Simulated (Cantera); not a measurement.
# Silicon etching in halogen gases: Si + HBr + H2

Charge: 1 mol Si, 20 mol HBr, 0.2 mol H2, held at 82.5 Torr.

Equilibrium computed with Cantera from the NASA thermochemical tables; the gas is ideal and each condensed phase is pure. Candidate condensed phases: Br2, Si; 19 gas species. The tables' values for SiBr3 are old estimates; treat these amounts as uncertain. Equilibrium is a limit: real reactors are often held back by kinetics, nucleation or transport.

```tsv
T (K)	x HBr	x H2	x SiBr4	x Br	x SiBr2	x SiBr3	x SiHBr3	x Br2
950	0.833	0.115	0.0521	1.09e-5	3.83e-8	2.33e-6	1.88e-5	1.38e-6
1000	0.833	0.115	0.0520	2.86e-5	2.24e-7	6.89e-6	2.92e-5	2.73e-6
1050	0.833	0.115	0.0520	6.83e-5	1.10e-6	1.84e-5	4.35e-5	5.07e-6
1100	0.833	0.115	0.0520	0.000151	4.69e-6	4.46e-5	6.23e-5	8.91e-6
1150	0.833	0.115	0.0519	0.000312	1.75e-5	0.000100	8.64e-5	1.49e-5
1200	0.833	0.115	0.0517	0.000606	5.80e-5	0.000210	0.000116	2.39e-5
1250	0.832	0.115	0.0513	0.00112	0.000174	0.000411	0.000152	3.69e-5
1300	0.832	0.114	0.0506	0.00197	0.000474	0.000759	0.000193	5.52e-5
1350	0.831	0.114	0.0492	0.00334	0.00118	0.00132	0.000237	8.04e-5
1400	0.830	0.113	0.0467	0.00546	0.00265	0.00213	0.000277	0.000115
1450	0.829	0.111	0.0427	0.00869	0.00534	0.00318	0.000305	0.000161
1500	0.828	0.107	0.0369	0.0135	0.00956	0.00432	0.000310	0.000223
1550	0.825	0.104	0.0298	0.0204	0.0152	0.00532	0.000290	0.000305
```
x: gas mole fraction; nothing condenses.

From 950 K to 1550 K nothing is condensed. The main Si-bearing gas is SiBr4 throughout.
